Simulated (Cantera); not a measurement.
A closed system holds: 1 mol CH3SiCl3, 0.66 mol CH4, 3.9 mol H2, equilibrated at 1.00 Torr.

Equilibrium computed with Cantera from the NASA thermochemical tables; the gas is ideal and each condensed phase is pure. Candidate condensed phases: C, C6H6, C7H8, C8H18, Si, SiC; 109 gas species. The feed counts by its element totals alone. The tables' values for SiCl3 are old estimates; treat these amounts as uncertain. The numbers say what is thermodynamically allowed, not how fast it happens.

x: gas mole fraction; n: condensed amount in mol.

```tsv
T (K)	x H2	x HCl	x SiCl4	x SiCl2	x H	x SiHCl3	n C(graphite)	n SiC(s)
973	0.723	0.244	0.0328	___	2.52e-8	0.000548	0.927	0.733
1023	0.690	0.289	0.0203	___	9.42e-8	0.000409	0.829	0.830
1073	0.665	0.323	0.0109	___	3.13e-7	0.000274	0.755	0.905
1123	0.650	0.344	0.00517	___	9.40e-7	0.000168	0.710	0.950
1173	0.643	0.354	0.00231	___	2.59e-6	9.76e-5	0.688	0.972
1223	0.639	0.358	0.00103	___	6.58e-6	5.66e-5	0.679	0.980
1273	0.638	0.360	0.000472	___	1.56e-5	3.35e-5	0.678	0.982
1323	0.638	0.360	0.000227	___	3.47e-5	2.04e-5	0.679	0.981
1373	0.638	0.359	0.000114	___	7.29e-5	1.28e-5	0.683	0.977
1423	0.639	0.358	5.98e-5	___	0.000145	8.29e-6	0.689	0.971
1473	0.639	0.356	3.26e-5	___	0.000277	5.50e-6	0.695	0.965
1523	0.640	0.354	1.84e-5	___	0.000506	3.73e-6	0.703	0.957
1573	0.641	0.351	1.07e-5	___	0.000891	2.59e-6	0.713	0.947
```

Question: Complete the blanks.

Answer: 
- 973, x SiCl2: 4.03e-5
- 1023, x SiCl2: 0.000102
- 1073, x SiCl2: 0.000217
- 1123, x SiCl2: 0.000392
- 1173, x SiCl2: 0.000632
- 1223, x SiCl2: 0.000944
- 1273, x SiCl2: 0.00134
- 1323, x SiCl2: 0.00184
- 1373, x SiCl2: 0.00246
- 1423, x SiCl2: 0.00320
- 1473, x SiCl2: 0.00408
- 1523, x SiCl2: 0.00509
- 1573, x SiCl2: 0.00624
